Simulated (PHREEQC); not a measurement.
AlCl3 is added in steps, without added water, to 1 kg of water holding 0.014 mol/kgw NH4Cl and 6.6e-05 mol/kgw Na2CO3, at 25 °C. O2 is buffered at 0.21 atm. The system is closed to CO2. Only these solids could form: Al(OH)3(a), Halite, Nahcolite, Natron.

Base run: PHREEQC, ion-association model, wateq4f.dat. Each further column changes one thing. The table gives HCO3- (mol/kgw).

```tsv
AlCl3 added (mol)	base	diluted 2-fold with water	NH4Cl left out	no solid may form
0	5.57e-5	2.76e-5	5.26e-5	5.57e-5
0.00175	6.13e-7	2.22e-7	5.26e-7	6.13e-7
0.004375	3.59e-7	(withheld)	3.30e-7	3.59e-7
0.006125	3.01e-7	1.25e-7	2.83e-7	3.01e-7
0.00875	2.54e-7	1.08e-7	2.42e-7	2.54e-7
0.0105	2.33e-7	1.01e-7	(withheld)	2.33e-7
0.01225	2.18e-7	9.49e-8	2.10e-7	2.18e-7
0.01487	2.00e-7	8.84e-8	(withheld)	2.00e-7
0.01663	1.91e-7	8.49e-8	1.86e-7	1.91e-7
0.01925	1.80e-7	8.06e-8	(withheld)	1.80e-7
0.021	1.74e-7	7.81e-8	1.70e-7	1.74e-7
```

**Question.** Complete the blanks.

**Answer.** 
- 0.004375, diluted 2-fold with water: 1.44e-7
- 0.0105, NH4Cl left out: 2.24e-7
- 0.01487, NH4Cl left out: 1.94e-7
- 0.01925, NH4Cl left out: 1.76e-7
